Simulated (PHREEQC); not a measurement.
1 kg of water holding 0.061 mol Na2CO3, 0.079 mol NaCl and 0.0082 mol NaOH is evaporated at 5 °C; the solids stay in contact with the brine. The system is closed to CO2. Only these solids could form: Halite, Nahcolite, Natron, Trona.

Model: Pitzer model, pitzer.dat, run in PHREEQC.

```json
[
 {"water left (kg)": "1", "ionic strength": "0.270", "water activity": "0.994", "Halite (mol)": "0"},
 {"water left (kg)": "0.8219", "ionic strength": "0.329", "water activity": "0.993", "Halite (mol)": "0"},
 {"water left (kg)": "0.6755", "ionic strength": "0.400", "water activity": "0.992", "Halite (mol)": "0"},
 {"water left (kg)": "0.5552", "ionic strength": "0.486", "water activity": "0.990", "Halite (mol)": "0"},
 {"water left (kg)": "0.375", "ionic strength": "0.720", "water activity": "0.986", "Halite (mol)": "0"},
 {"water left (kg)": "0.3082", "ionic strength": "0.876", "water activity": "0.983", "Halite (mol)": "0"},
 {"water left (kg)": "0.2533", "ionic strength": "1.07", "water activity": "0.980", "Halite (mol)": "0"},
 {"water left (kg)": "0.2082", "ionic strength": "1.30", "water activity": "0.975", "Halite (mol)": "0"},
 {"water left (kg)": "0.1711", "ionic strength": "1.58", "water activity": "0.970", "Halite (mol)": "0"},
 {"water left (kg)": "0.1407", "ionic strength": "1.92", "water activity": "0.964", "Halite (mol)": "0"},
 {"water left (kg)": "0.09502", "ionic strength": "2.84", "water activity": "0.948", "Halite (mol)": "0"},
 {"water left (kg)": "0.07809", "ionic strength": "3.46", "water activity": "0.937", "Halite (mol)": "0"},
 {"water left (kg)": "0.06418", "ionic strength": "4.21", "water activity": "0.922", "Halite (mol)": "0"},
 {"water left (kg)": "0.05276", "ionic strength": "5.12", "water activity": "0.904", "Halite (mol)": "0"},
 {"water left (kg)": "0.04335", "ionic strength": "6.23", "water activity": "0.879", "Halite (mol)": "0"},
 {"water left (kg)": "0.03564", "ionic strength": "7.58", "water activity": "0.846", "Halite (mol)": "0"},
 {"water left (kg)": "0.02408", "ionic strength": "11.2", "water activity": "0.737", "Halite (mol)": "0"},
 {"water left (kg)": "0.01979", "ionic strength": "12.9", "water activity": "0.699", "Halite (mol)": "0.0150"},
 {"water left (kg)": "0.01628", "ionic strength": "14.4", "water activity": "0.686", "Halite (mol)": "0.0356"},
 {"water left (kg)": "0.01338", "ionic strength": "16.3", "water activity": "0.668", "Halite (mol)": "0.0519"}
]
```

Halite from water left = 0.01979 kg (pH 14.53).

Complexes and solids missing from the database can't appear. Away from 25 °C the constants follow the database's enthalpies or fits; those with neither stay at their 25 °C values.
